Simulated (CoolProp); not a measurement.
The fluid at 293.15 K and 0.451 MPa expands adiabatically to 0.0311 MPa with isentropic efficiency 1. The same conditions are run with several fluids, on thermodynamics alone (safety and materials aside).

Values from CoolProp's reference Helmholtz-energy equation of state of each fluid (ammonia: Gao 2020; fluoroethane (R161): Wu 2012; R407C: Lemmon 2003; R507A: Lemmon 2003). Blends and air are pseudo-pure fits.

Rank ammonia, fluoroethane (R161), R407C, R507A by work (kJ/kg), highest first.

ammonia (295), fluoroethane (R161) (106), R407C (60.6), R507A (54.4)

| fluid | final temperature (K) | final phase | final density (kg/m³) |
|---|---|---|---|
| ammonia | 218.7 | two-phase, vapour fraction 0.883 | 0.334 |
| fluoroethane (R161) | 212.7 | two-phase, vapour fraction 0.936 | 0.916 |
| R407C | 214.8 | two-phase, vapour fraction 0.965 | 1.58 |
| R507A | 215.2 | gas | 1.75 |
